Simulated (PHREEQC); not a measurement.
Solution (25 °C): 0.0044 mol/kgw MnSO4, 4.7e-05 mol/kgw TMAH and 0.043 mol/kgw NaAlO2. Closed to the air; pH follows from the charge balance.

Equilibrium calculation in PHREEQC: ion-association model, phreeqc.dat.

Each row changes one thing in this solution. Precipitation was switched off in this run.

```tsv
case	pH	ionic strength (mol/kgw)	Mn+2 (mol/kgw)	SO4-2 (mol/kgw)	MnSO4 (mol/kgw)	NaSO4- (mol/kgw)	SI of Al(OH)3(a) (Al(OH)3)
as made	8.98	0.0579	0.00385	0.00357	0.000496	0.000336	+1.42
diluted 5-fold with water	…	0.0119	0.000821	0.000808	4.99e-5	2.24e-5	+0.97
TMAH replaced by (CH3)4NCl at the same molality	8.72	0.0579	0.00387	0.00357	0.000498	0.000336	+1.69
TMAH replaced by (CH3)4NF at the same molality	8.72	0.0579	0.00387	0.00357	0.000498	0.000336	+1.69
temperature from 25 to 70 °C	7.93	0.0566	0.00352	0.00326	0.000773	0.000368	+1.01
NaAlO2 from 0.043 to 0.0645 mol/kgw	…	…	0.00393	0.00353	0.000415	0.000453	+1.54
TMAH from 4.7e-05 to 4.23e-05 mol/kgw	…	0.0579	0.00385	0.00357	0.000496	0.000336	…
```

Fill in the missing entries.


- diluted 5-fold with water, pH: 8.78
- NaAlO2 from 0.043 to 0.0645 mol/kgw, pH: 9.03
- NaAlO2 from 0.043 to 0.0645 mol/kgw, ionic strength (mol/kgw): 0.0795
- TMAH from 4.7e-05 to 4.23e-05 mol/kgw, pH: 8.96
- TMAH from 4.7e-05 to 4.23e-05 mol/kgw, SI of Al(OH)3(a) (Al(OH)3): +1.45

Some of these states are supersaturated (in Al(OH)3(a), Gibbsite (slow to form), Pyrochroite, for instance). (CH3)4N+ isn't in the database: it is added as a free cation with an ion size of 4 Å. At this temperature some constants are extrapolated from 25 °C, and those without enthalpy data are left unchanged.
